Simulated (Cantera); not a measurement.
Feed: 1 mol B, 0.07 mol H2O, 94 mol N2, equilibrated at 1600 K and 0.100 bar.

Equilibrium computed with Cantera from the NASA thermochemical tables; the gas is ideal and each condensed phase is pure. Candidate condensed phases: B, BN, B2O3, B3O3H3, H2O; 39 gas species. Rates play no part.

Base state: N2 0.999, H2 0.000692, B2O3 0.000181, HBO2 6.73e-5, HBO 3.81e-5, B2O2 1.21e-5 (mole fractions); condensed: BN(s).

Task: What changes in the equilibrium state with this change: H2O from 0.07 to 3.1 mol?

Result: 
```json
[
 {"species": "N2", "before": "0.999", "after": "0.963"},
 {"species": "H2", "before": "0.000692", "after": "0.0153"},
 {"species": "H2O", "before": "1.19e-6", "after": "0.0117"},
 {"species": "HBO2", "before": "6.73e-5", "after": "0.00949"},
 {"species": "B2O2", "before": "1.21e-5", "after": "5.62e-8"},
 {"species": "H", "before": "4.52e-6", "after": "2.13e-5"},
 {"species": "BN(s), mol", "before": "0.953", "after": "0"}
]
```
Gases not in the tables: H3BO3.

Task: What changes in the equilibrium state with this change: B replaced by BF3?

Result: 
```csv
species,before,after
N2,0.999,0.988
BF3,0,0.00977
HF,0,0.00147
BOF,0,0.000735
B2O3,0.000181,<1e-9
HBO,3.81e-5,<1e-9
H2,0.000692,1.92e-8
B2O2,1.21e-5,<1e-9
"BN(s), mol",0.953,0
```

Task: What changes in the equilibrium state with this change: pressure from 0.100 bar to 1.00 bar?

Result: 
| species | before | after |
|---|---|---|
| N2 | 0.999 | 0.999 |
| H2 | 0.000692 | 0.000672 |
| B2O3 | 0.000181 | 0.000147 |
| HBO2 | 6.73e-5 | 0.000124 |
| B2O2 | 1.21e-5 | 2.27e-6 |
| HBO | 3.81e-5 | 1.62e-5 |
| BN(s), mol | 0.953 | 0.957 |
| B2O3(l), mol | 0 | 0.00103 |
Mutual solubility and eutectic melting of coexisting phases are not modelled.
